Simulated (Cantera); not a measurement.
Equilibrium for silicon carbide growth: SiH2Cl2 + C3H8 + H2

Charge: 1 mol SiH2Cl2, 0.11 mol C3H8, 37 mol H2, held at 1000 °C and 0.700 bar.

Equilibrium computed with Cantera from the NASA thermochemical tables; the gas is ideal and each condensed phase is pure. Candidate condensed phases: C, C6H6, C7H8, C8H18, Si, SiC; 109 gas species. Mutual solubility and eutectic melting of coexisting phases are not modelled. The tables' values for SiCl3 are old estimates; treat these amounts as uncertain. Kinetics and transport are ignored.

```yaml
x(H2): 0.963
x(HCl): 0.0290
x(SiHCl3): 0.00237
x(SiCl2): 0.00225
x(SiCl4): 0.00179
x(SiCl3): 0.000783
x(SiH2Cl2): 0.000437
x(SiH3Cl): 2.24e-5
x(CH4): 1.57e-5
n(Si(s)): 0.370 mol
n(SiC(s)): 0.329 mol
gas_amount: 39.24 mol
log10 activity of C(graphite) (absent): -2.59
```
